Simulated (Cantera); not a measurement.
Cantera with NASA thermochemical tables; ideal gases at 1 bar, condensed phases pure. Values are per mole of reaction as written; species without (g) are pure solids or liquids, kept so even where they would boil at 1 bar. TiC: taken at fixed stoichiometry.

Problem. Between 1098 and 1548 K, where is each reaction favourable under standard conditions?
- 11 O2(g) + 6 TiC = 6 CO2(g) + 2 Ti3O5
- Ti3O5 + 2 CO(g) = 2 CO2(g) + 3 TiO(g)
- 2 O(g) + TiC = CO2(g) + Ti

Solution. 
- 11 O2(g) + 6 TiC = 6 CO2(g) + 2 Ti3O5: ΔG° is -5286 kJ at 1098 K and -4950 kJ at 1548 K; it stays negative (K > 1). ΔH° is -6085 kJ and ΔS° -733 J/K at 1548 K.
- Ti3O5 + 2 CO(g) = 2 CO2(g) + 3 TiO(g): ΔG° is 1445 kJ at 1098 K and 1221 kJ at 1548 K; it stays positive (K < 1). ΔH° is 1973 kJ and ΔS° 486 J/K at 1548 K.
- 2 O(g) + TiC = CO2(g) + Ti: ΔG° is -587 kJ at 1098 K and -534 kJ at 1548 K; it stays negative (K > 1). ΔH° is -716 kJ and ΔS° -117 J/K at 1548 K.
